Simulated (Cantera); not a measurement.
An adiabatic, constant-pressure homogeneous reactor starts with 10.8 % CO, 14.1 % H₂, 15.8 % O₂, 59.3 % N₂, equivalence ratio 0.79, at 1125 K and 0.987 atm.

Model: GRI-Mech 3.0 (53 species, 325 reactions), integrated in Cantera.

Problem. Predict: time of steepest temperature rise; temperature at 2.00 s; equilibrium temperature; x(CO) at 2.00 s; x(H₂) at 2.00 s; x(O₂) at 2.00 s; x(NO) at 2.00 s; x(H) at 2.00 s; x(N₂O) at 2.00 s.

Solution. 
| Item | Result |
|---|---|
| time of steepest temperature rise | 83.9 µs |
| temperature at 2.00 s | 2590 K |
| equilibrium temperature | 2590 K |
| x(CO) at 2.00 s | 0.0267 (gas-phase equilibrium 0.0267) |
| x(H₂) at 2.00 s | 0.00624 (gas-phase equilibrium 0.00624) |
| x(O₂) at 2.00 s | 0.0429 (gas-phase equilibrium 0.0429) |
| x(NO) at 2.00 s | 0.0111 (gas-phase equilibrium 0.0111) |
| x(H) at 2.00 s | 0.00294 (gas-phase equilibrium 0.00294) |
| x(N₂O) at 2.00 s | 5.62e-7 (gas-phase equilibrium 5.62e-7) |
